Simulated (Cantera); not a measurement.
Feed: 1 mol SiC, 0.0057 mol H₂O, 360 mol H₂, held at 0.00133 bar.

Cantera equilibrium calculation (NASA polynomials, part measured and part estimated; ideal gas, pure solids and liquids). Candidate condensed phases: C, C₆H₆, C₇H₈, C₈H₁₈, H₂O, Si, SiC, SiO₂; 123 gas species. Mutual solubility and eutectic melting of coexisting phases are not modelled. Equilibrium is a limit: real reactors are often held back by kinetics, nucleation or transport.

### Question
Which condensed phases are stable at each of these points (T (K)): 923, 973, 1023, 1073, 1123, 1173, 1223, 1273, 1323, 1373?

### Answer
| T (K) | condensed phases | Si condensed (%) |
|---|---|---|
| 923 | SiC(s) + SiO₂(β-quartz) | 100.0 |
| 973 | SiC(s) + SiO₂(β-quartz) | 100.0 |
| 1023 | SiC(s) + SiO₂(β-quartz) | 100.0 |
| 1073 | SiC(s) + SiO₂(β-quartz) | 100.0 |
| 1123 | SiC(s) | 99.7 |
| 1173 | SiC(s) | 99.7 |
| 1223 | SiC(s) | 99.7 |
| 1273 | SiC(s) | 99.7 |
| 1323 | SiC(s) | 99.7 |
| 1373 | SiC(s) | 99.7 |

From 923 K to 1073 K the condensed part is SiC(s) + SiO₂(β-quartz). From 1123 K to 1373 K the condensed part is SiC(s).
